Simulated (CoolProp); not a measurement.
Decamethyltetrasiloxane (MD2M) at 340.6 K and 2.71 MPa is throttled through a valve to 1.26 MPa with no heat exchange. Each further row changes one setting.

Model: reference Helmholtz-energy equation of state, Thol 2017, in CoolProp.

```csv
case,temperature change (K),final density (kg/m³)
as stated,[?],[?]
outlet pressure 0.378 MPa,[?],[?]
outlet pressure 1.64 MPa,[?],[?]
```

Some entries are withheld; supply them.


- as stated, temperature change (K): +0.6
- as stated, final density (kg/m³): 808
- outlet pressure 0.378 MPa, temperature change (K): +0.9
- outlet pressure 0.378 MPa, final density (kg/m³): 806
- outlet pressure 1.64 MPa, temperature change (K): +0.4
- outlet pressure 1.64 MPa, final density (kg/m³): 809
